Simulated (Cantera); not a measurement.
A diamond (100) surface in a fixed gas of H2 with x(CH4) = 0.0021, x(H) = 0.00061, x(CH3) = 1.3e-05, 0.0118 atm; coverages are run to steady state.

Computed with Cantera and the Harris–Goodwin 1993 mechanism for the reconstructed diamond (100) surface.

θ: site fractions in the mechanism's names (c6HH fully hydrogenated, c6H* and c6*H radical sites, c6** diradical, c6HM methylated).

| T (K) | growth (µm/h) | θ c6HH | θ c6H* | θ c6*H | θ c6** | θ c6HM |
|---|---|---|---|---|---|---|
| 950 | 0.0460 | 0.638 | 0.0138 | 0.329 | 0.00607 | 0.0102 |
| 1025 | 0.0270 | 0.580 | 0.0202 | 0.385 | 0.00985 | 0.00291 |
| 1100 | … | 0.529 | … | 0.429 | … | … |
| 1175 | 0.00844 | 0.490 | 0.0340 | 0.458 | 0.0180 | 8.65e-5 |
| 1250 | 0.00786 | 0.464 | 0.0407 | 0.474 | 0.0211 | 1.55e-5 |
| 1325 | … | 0.451 | … | 0.479 | 0.0229 | … |
| 1400 | 0.00139 | 0.449 | 0.0519 | 0.475 | 0.0236 | 6.65e-7 |

Task: Fill in the missing entries.

Result: 
- 1100, growth (µm/h): 0.0117
- 1100, θ c6H*: 0.0271
- 1100, θ c6**: 0.0141
- 1100, θ c6HM: 0.000513
- 1325, growth (µm/h): 0.00443
- 1325, θ c6H*: 0.0467
- 1325, θ c6HM: 2.93e-6
